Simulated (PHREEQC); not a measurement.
**Copper plating or etch bath**

Make-up at 16 °C: 0.007 mol/kgw CuCl2, 0.0026 mol/kgw HNO3 and 0.00032 mol/kgw FeCl3. It is in equilibrium with CO2 at log p = -2 (atm). Otherwise closed; pH follows from the charge balance.

The numbers come from PHREEQC with the ion-association model, phreeqc.dat.

Each row changes one thing in this solution. This is a speciation only: nothing precipitates in the calculation.

| case | pH | ionic strength (mol/kgw) | HCO3- (mol/kgw) | (CO2)2 (mol/kgw) |
|---|---|---|---|---|
| as made | 2.61 | 0.0249 | 8.14e-8 | 2.61e-9 |
| FeCl3 replaced by NaCl at the same molality | 2.64 | 0.0237 | 8.58e-8 | 2.61e-9 |
| HNO3 from 0.0026 to 0.0039 mol/kgw | 2.45 | 0.0263 | 5.61e-8 | 2.60e-9 |
| temperature from 16 to 65 °C | 2.59 | 0.0233 | 3.46e-8 | 1.22e-9 |
| FeCl3 from 0.00032 to 0.000288 mol/kgw | 2.62 | 0.0248 | 8.18e-8 | 2.61e-9 |
| FeCl3 from 0.00032 to 0.00016 mol/kgw | 2.63 | 0.0242 | 8.34e-8 | 2.61e-9 |
| CuCl2 replaced by HCl at the same molality | 2.06 | 0.0113 | 2.16e-8 | 2.61e-9 |

Some of these states are supersaturated (in Hematite (slow to form), Goethite (slow to form), for instance). At this temperature some constants are extrapolated from 25 °C, and those without enthalpy data are left unchanged.
